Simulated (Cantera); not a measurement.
An isothermal, constant-pressure homogeneous reactor starts with N₂O : H₂ : N₂ = 1 : 0.003 : 1.3 (molar parts), at 1375 K and 0.133 bar.

Cantera simulation using GRI-Mech 3.0 (53 species, 325 reactions); the numbers are that mechanism's predictions, not measurements. GRI-Mech 3.0 was tuned for natural gas; its chemistry of N2O as a main component is partial and can be far from experiment. The mechanism lacks the step 2 NO + O2 → 2 NO2, which can matter for NO2 below about 1400 K. The temperature is held fixed by assumption; the heat of reaction is taken as removed at once.

One state of this run: x N₂O = 9.41e-7; x H₂ = 2.34e-9; x O = 6.78e-7; x H = 4.58e-10; x HO₂ = 3.54e-9; x N₂ = 0.792. x: mole fraction; the columns are a selection and need not sum to one.

### Question
Which value of t (s) does it belong to?
A. 0.122
B. 0.00135
C. 0.000300
D. 50.0

### Answer
D, 50.0
